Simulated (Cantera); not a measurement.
A perfectly stirred reactor is fed with 14.9 % CO, 5.53 % H2, 12.3 % O2, 46.3 % N2, 20.9 % H2O, at 1200 Torr; it is adiabatic with a 800 K inlet, and is followed from long to short residence time, starting on the burning branch (τ in s: 0.11, 0.04, 0.015, 0.0057, 0.0021, 0.00081, 0.00031, 0.00012, 4.4e-05, 1.6e-05).

Detailed kinetics in Cantera: GRI-Mech 3.0 (53 species, 325 reactions).

One state of this run: T (K) = 1812; x CO = 0.0417; x H2 = 0.0128; x O2 = 0.0467; x CO2 = 0.118; x H2O2 = 1.35e-6; x OH = 0.00983; x H = 0.00690. x: mole fraction; the columns are a selection and need not sum to one.

Q: Which value of τ (s) does it belong to?
A) 0.0021
B) 0.0057
C) 0.00012
D) 0.11

A: C, 0.00012
